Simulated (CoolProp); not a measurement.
Vapour-liquid equilibrium of R125 (1) + isobutane (2) at 291.7 K; x and y are mole fractions of (1).

The numbers come from the multi-fluid Helmholtz-energy mixture model, Lemmon 2005 and Bücker 2006; pair parameters Bell 2016 in CoolProp.

Task: Give the bubble pressure and the first vapour's composition at x = 0.05, 0.5, 0.65. Is there an azeotrope?

Result: x = 0.05: 4.190 bar, y = 0.316; x = 0.5: 9.969 bar, y = 0.769; x = 0.65: 10.69 bar, y = 0.810. No azeotrope shows between x = 0.05 and 0.95.

Pair parameters are fitted to limited data, so mixtures are less certain than the pure fluids. With so large a gap from Raoult's law the liquid may split in two, which this calculation doesn't test in full.
